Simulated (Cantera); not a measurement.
An isothermal, constant-pressure homogeneous reactor starts with 2.78 % CH4, 97.2 % N2, at 1575 K and 0.0267 bar.

Model: GRI-Mech 3.0 (53 species, 325 reactions), integrated in Cantera. GRI-Mech 3.0 stops at C3 and has no aromatics, soot or wall deposition, so with more carbon than oxygen in the feed, carbon stays in small species such as C2H2 where larger ones or solid carbon would form. Radical loss at walls, strong at low pressure, is not modelled.

Predict: x(CH4) at 10.0 s; x(C2H2) at 10.0 s; x(HCN) at 10.0 s; x(CH2) at 10.0 s; x(C2H6) at 10.0 s; x(H2) at 10.0 s.


| Item | Value |
|---|---|
| x(CH4) at 10.0 s | 0.00124 (gas-phase equilibrium 3.84e-6) |
| x(C2H2) at 10.0 s | 0.0129 (gas-phase equilibrium 0.00203) |
| x(HCN) at 10.0 s | 1.87e-6 (gas-phase equilibrium 0.0230) |
| x(CH2) at 10.0 s | 2.60e-8 (gas-phase equilibrium 1.15e-10) |
| x(C2H6) at 10.0 s | 8.90e-8 (gas-phase equilibrium 1.64e-12) |
| x(H2) at 10.0 s | 0.0387 (gas-phase equilibrium 0.0405) |
